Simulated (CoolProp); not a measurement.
Vapour-liquid equilibrium of CH2F2 (R32) (1) + propylene (2) at 710 kPa; x and y are mole fractions of (1).

Computed with CoolProp (multi-fluid Helmholtz-energy mixture model, Tillner-Roth 1997 and Lemmon 2013; pair parameters Bell 2016).

```csv
x,"bubble temperature, mixture model (K)","bubble temperature, Raoult's law (K)","y, mixture model","y, Raoult's law"
0.05,275.2,279.1,0.151,0.069
0.15,269.1,277.8,___,0.199
0.25,___,276.5,0.443,0.319
0.35,264.0,275.3,0.510,0.430
0.45,___,274.2,0.559,0.533
0.55,262.5,273.1,0.599,0.630
0.65,262.4,272.1,0.638,0.721
0.75,___,271.2,___,0.806
0.85,263.8,270.3,___,0.887
0.95,266.5,269.4,0.888,0.963
```

Task: Some entries are withheld; supply them.

Result: 
- 0.15, y, mixture model: 0.337
- 0.25, bubble temperature, mixture model (K): 265.8
- 0.45, bubble temperature, mixture model (K): 263.0
- 0.75, bubble temperature, mixture model (K): 262.7
- 0.75, y, mixture model: 0.685
- 0.85, y, mixture model: 0.756

The largest gap from Raoult's law is -11.3 K in bubble temperature, at x = 0.35. y crosses x between x = 0.55 and 0.65: the model has an azeotrope there.

Pair parameters are fitted to limited data, so mixtures are less certain than the pure fluids.
